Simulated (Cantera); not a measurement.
What does this Cantera script print?

```python
import numpy as np
import cantera as ct

gas_names = [...]  # 140 gases of nasa_gas.yaml made of C, Fe, H, N, O
cond_names = """
    C(gr) C6H6(L) C7H8(L) C8H18(L),n-octa Fe(a) Fe(c) Fe(d) Fe(L) FeC5O5(L) FeO(s) FeO(L) Fe(OH)2(s)
    Fe(OH)3(s) Fe2O3(s) Fe3O4(s) H2O(s) H2O(L)
""".split()


# ... load() reads the species with a 1 bar reference pressure and builds the phases ...
atoms = {
    'Fe(CO)5': {'Fe': 1, 'C': 5, 'O': 5},
    'H2': {'H': 2},
    'N2': {'N': 2},
}
top_T = {'C(gr)': 4500, 'Fe2O3(s)': 1830, 'Fe3O4(s)': 1870}  # K; cautious upper limits of use, not melting points


# ... equilibrate(T, P, feed) seeds the gas with the atoms and calls Mixture.equilibrate('TP', solver="vcs", rtol=1e-11, max_steps=5000) ...
results = []
feed = {'Fe(CO)5': 1, 'H2': 9.4, 'N2': 41}  # mol
T = 1048  # K
P = 1333.22  # Pa
mix = equilibrate(T, P, feed)
results.append((T, P, feed, dict(zip(mix.species_names, mix.species_moles))))
x = sorted(zip(gas.X, gas.species_names), reverse=True)
print(f"T = {T:g} K  P = {P:g} Pa  gas = {mix.phase_moles(0):.4g} mol")
print("   x: " + "  ".join(f"{s} {v:.3e}" for v, s in x if v > 1e-06))
print("   condensed (mol): " + ("  ".join(f"{mix.phase(i).name} {mix.phase_moles(i):.4g}"
      for i in range(1, mix.n_phases) if mix.phase_moles(i) > 1e-12) or "none"))
```

Output:

```
T = 1048 K  P = 1333.22 Pa  gas = 55.4 mol
   x: N2 7.401e-01  H2 1.696e-01  CO 9.017e-02  H2O 3.812e-05  CO2 2.405e-05  CH4 2.239e-05  HCN 3.828e-06
   condensed (mol): C(gr) 0.001991  Fe(a) 1
```

Cantera equilibrium calculation (NASA polynomials, part measured and part estimated; ideal gas, pure solids and liquids). Condensed phases not in the tables: cementite and carbon dissolved in iron.
